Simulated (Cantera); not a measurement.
What does this Cantera script print?

```python
import numpy as np
import cantera as ct

gas = ct.Solution("gri30.yaml")
gas.TPX = 2873, 2200, {'CH4': 0.034, 'H2': 1, 'O2': 0.015}
reactor = ct.IdealGasConstPressureReactor(gas, energy="off", clone=False)
net = ct.ReactorNet([reactor])
net.rtol, net.atol = 1e-08, 1e-18
show = ['CH4', 'H2', 'O2', 'H', 'C2H6', 'CO']
times = np.geomspace(3e-05, 9, 9)

steps = ct.SolutionArray(gas, extra=["t"])
rows = []
print(f"{'t/s':>10s}{'T/K':>9s}{'P/Pa':>11s}" + "".join(f"{s:>11s}" for s in show))
for t in times:
    while net.time < t:
        t_next = net.step()
        steps.append(gas.state, t=t_next)
    rows.append([np.interp(t, steps.t, y) for y in (steps.T, steps.P, *steps(*show).X.T)])
    print(f"{t:10.3e}{rows[-1][0]:9.1f}{rows[-1][1]:11.4g}" + "".join(f"{x:11.3e}" for x in rows[-1][2:]))
rate = np.gradient(steps.T, steps.t)
print("integrator steps:", len(steps.t))
if steps.T.max() > steps.T[0] + 200:
    print(f"time of steepest temperature rise: {steps.t[rate.argmax()]:.4e} s")
gas.TPX = 2873, 2200, {'CH4': 0.034, 'H2': 1, 'O2': 0.015}
gas.equilibrate("TP")
print(f"equilibrium (TP): T = {gas.T:.1f} K  " + "  ".join(f"{s} {gas[s].X[0]:.3e}" for s in show))
```

Output:

```
       t/s      T/K       P/Pa        CH4         H2         O2          H       C2H6         CO
 3.000e-05   2873.0       2200  2.688e-02  9.417e-01  1.277e-02  1.065e-02  1.079e-06  2.757e-05
 1.451e-04   2873.0       2200  1.196e-02  8.988e-01  1.130e-03  4.781e-02  1.808e-06  1.268e-03
 7.021e-04   2873.0       2200  1.522e-03  8.903e-01  2.102e-07  6.772e-02  4.158e-08  4.600e-03
 3.397e-03   2873.0       2200  3.370e-04  8.718e-01  1.161e-07  9.371e-02  2.711e-09  1.479e-02
 1.643e-02   2873.0       2200  2.459e-05  8.100e-01  1.928e-09  1.627e-01  2.190e-11  2.434e-02
 7.949e-02   2873.0       2200  4.352e-07  6.306e-01  5.056e-17  3.453e-01  1.266e-14  2.260e-02
 3.846e-01   2873.0       2200  1.118e-07  4.871e-01  1.696e-17  4.909e-01  1.258e-15  2.061e-02
 1.860e+00   2873.0       2200  1.069e-07  4.823e-01  1.644e-17  4.957e-01  1.168e-15  2.054e-02
 9.000e+00   2873.0       2200  1.069e-07  4.823e-01  1.644e-17  4.957e-01  1.168e-15  2.054e-02
integrator steps: 2009
equilibrium (TP): T = 2873.0 K  CH4 1.073e-07  H2 4.823e-01  O2 1.655e-17  H 4.957e-01  C2H6 1.176e-15  CO 2.054e-02
```

Model: GRI-Mech 3.0 (53 species, 325 reactions), integrated in Cantera. Radical loss at walls, strong at low pressure, is not modelled.
